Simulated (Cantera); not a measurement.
Equilibrium for silicon etching in halogen gases: Si + NF₃ + H₂

Feed: 1 mol Si, 0.93 mol NF₃, 46 mol H₂, at 1325 K and 0.120 bar.

Equilibrium computed with Cantera from the NASA thermochemical tables; the gas is ideal and each condensed phase is pure. Candidate condensed phases: Si, Si₃N₄; 37 gas species. The tables' values for SiF₃, SiF₂ are old estimates; treat these amounts as uncertain. The numbers say what is thermodynamically allowed, not how fast it happens.

| Quantity | Result |
|---|---|
| x(H₂) | 0.978 |
| x(SiF₄) | 0.0133 |
| x(N₂) | 0.00560 |
| x(HF) | 0.00163 |
| x(SiHF₃) | 0.000943 |
| x(SiF₃) | 0.000534 |
| x(SiH₂F₂) | 3.17e-5 |
| x(SiF₂) | 1.73e-5 |
| x(H) | 4.67e-6 |
| n(Si₃N₄(s)) | 0.101 mol |
| gas amount | 46.97 mol |
| log10 activity of Si(s) (absent) | -1.90 |
